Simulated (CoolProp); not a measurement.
Saturated liquid density (kg/m³) of ethanol: the reference equation beside estimates from Tc = 514.7 K, pc = 6.268 MPa, ω = 0.644. Rackett uses Z = 0.29056 − 0.08775 ω.

Values from CoolProp's reference Helmholtz-energy equation of state, Schroeder 2014.

```json
[
 {"T (K)": "303.5", "reference": "[?]", "Rackett": "888.8", "Redlich-Kwong": "617.2", "Soave-Redlich-Kwong": "664.5", "Peng-Robinson": "747.4"},
 {"T (K)": "306.8", "reference": "777.6", "Rackett": "884.3", "Redlich-Kwong": "614.2", "Soave-Redlich-Kwong": "661.9", "Peng-Robinson": "744.7"},
 {"T (K)": "310.2", "reference": "774.6", "Rackett": "879.7", "Redlich-Kwong": "610.9", "Soave-Redlich-Kwong": "659.3", "Peng-Robinson": "[?]"},
 {"T (K)": "313.5", "reference": "771.7", "Rackett": "875.1", "Redlich-Kwong": "607.8", "Soave-Redlich-Kwong": "656.7", "Peng-Robinson": "[?]"},
 {"T (K)": "316.8", "reference": "768.8", "Rackett": "870.6", "Redlich-Kwong": "604.6", "Soave-Redlich-Kwong": "654.0", "Peng-Robinson": "736.2"},
 {"T (K)": "320.2", "reference": "765.8", "Rackett": "865.8", "Redlich-Kwong": "601.2", "Soave-Redlich-Kwong": "651.2", "Peng-Robinson": "733.3"},
 {"T (K)": "323.5", "reference": "762.8", "Rackett": "861.2", "Redlich-Kwong": "597.9", "Soave-Redlich-Kwong": "648.5", "Peng-Robinson": "730.3"},
 {"T (K)": "326.9", "reference": "[?]", "Rackett": "856.4", "Redlich-Kwong": "594.5", "Soave-Redlich-Kwong": "645.6", "Peng-Robinson": "727.2"},
 {"T (K)": "330.2", "reference": "756.7", "Rackett": "851.7", "Redlich-Kwong": "591.1", "Soave-Redlich-Kwong": "[?]", "Peng-Robinson": "[?]"},
 {"T (K)": "333.6", "reference": "753.6", "Rackett": "846.8", "Redlich-Kwong": "587.6", "Soave-Redlich-Kwong": "639.7", "Peng-Robinson": "720.9"},
 {"T (K)": "336.9", "reference": "750.5", "Rackett": "842.0", "Redlich-Kwong": "584.2", "Soave-Redlich-Kwong": "636.7", "Peng-Robinson": "717.7"},
 {"T (K)": "340.3", "reference": "747.3", "Rackett": "837.1", "Redlich-Kwong": "580.6", "Soave-Redlich-Kwong": "633.6", "Peng-Robinson": "714.3"},
 {"T (K)": "343.6", "reference": "744.2", "Rackett": "[?]", "Redlich-Kwong": "577.0", "Soave-Redlich-Kwong": "630.5", "Peng-Robinson": "711.0"}
]
```

Task: What belongs in the gaps?

Result: 
- 303.5, reference: 780.4
- 310.2, Peng-Robinson: 741.9
- 313.5, Peng-Robinson: 739.1
- 326.9, reference: 759.7
- 330.2, Soave-Redlich-Kwong: 642.7
- 330.2, Peng-Robinson: 724.1
- 343.6, Rackett: 832.3

Absolute difference from the reference over all 13 rows, mean and median: Rackett 12.9 and 12.9 %, Redlich-Kwong 21.6 and 21.6 %, Soave-Redlich-Kwong 15.0 and 15.0 %, Peng-Robinson 4.3 and 4.3 %.
